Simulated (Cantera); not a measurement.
Charge: 1 mol Si, 2 mol H2, 0.77 mol HCl, held at 1598 K and 0.133 bar.

Cantera equilibrium calculation (NASA polynomials, part measured and part estimated; ideal gas, pure solids and liquids). Candidate condensed phases: Si; 19 gas species. The tables' values for SiCl3, SiCl are old estimates; treat these amounts as uncertain. Rates play no part.

Base state: H2 0.801, HCl 0.125, SiCl2 0.0671, SiCl3 0.00472, SiCl4 0.000822, SiHCl3 0.000756, H 0.000131, SiH2Cl2 0.000116 (mole fractions); condensed: Si(s).

Q: What changes in the equilibrium state with this change: temperature from 1598 K to 1075 K?

A: 
| species | before | after |
|---|---|---|
| H2 | 0.801 | 0.897 |
| SiCl4 | 0.000822 | 0.0497 |
| HCl | 0.125 | 0.0287 |
| SiCl2 | 0.0671 | 0.00180 |
| SiHCl3 | 0.000756 | 0.0193 |
| Cl | 1.61e-5 | 1.10e-9 |
| SiCl | 1.19e-5 | <1e-9 |
| H | 0.000131 | 3.81e-8 |
| SiH2Cl2 | 0.000116 | 0.000874 |
| Si(s), mol | 0.797 | 0.809 |
The tables' values for SiCl3 are old estimates; treat these amounts as uncertain.
